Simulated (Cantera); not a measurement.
Input: 1 mol Al2O3, 270 mol H2, 0.041 mol H2O, equilibrated at 1152 °C and 90000 Pa.

Cantera equilibrium calculation (NASA polynomials, part measured and part estimated; ideal gas, pure solids and liquids). Candidate condensed phases: Al, Al2O3, H2O; 19 gas species. Equilibrium is a limit: real reactors are often held back by kinetics, nucleation or transport.

Base state: H2 1.000, H2O 0.000152 (mole fractions); condensed: Al2O3(s).

Task: What changes in the equilibrium state with this change: temperature from 1152 °C to 1900 °C?

Result: 
| species | before | after |
|---|---|---|
| H2 | 1.000 | 0.994 |
| H | 7.19e-6 | 0.00508 |
| H2O | 0.000152 | 0.000546 |
| Al | <1e-9 | 0.000132 |
| Al2O | <1e-9 | 7.32e-5 |
| AlOH | <1e-9 | 2.88e-5 |
| AlH | <1e-9 | 2.45e-5 |
| Al2O3(s), mol | 1.00 | 0.955 |
The tables' values for AlOH are old estimates; treat these amounts as uncertain.
